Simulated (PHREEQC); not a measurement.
Consider water at 3 °C with 1.4 mmol/kgw HF, 21 mmol/kgw NH4F, 0.0015 mmol/kgw H4SiO4 and 0.6 mmol/kgw HCl. Closed to the air; pH follows from the charge balance.

Computed with PHREEQC (ion-association model, phreeqc.dat).

Precipitation was switched off in this run.

**Question.** Order these F species by the share of F that they hold, largest first: F-, HF2-, HF.

**Answer.** F- (91 %), HF (7.9 %), HF2- (0.98 %)

The pH is 4.01 and the ionic strength 0.0211 mol/kgw. Species that the database lacks are ignored. Away from 25 °C the constants follow the database's enthalpies or fits; those with neither stay at their 25 °C values. SiF6-2 is the database's only silicon fluoride.
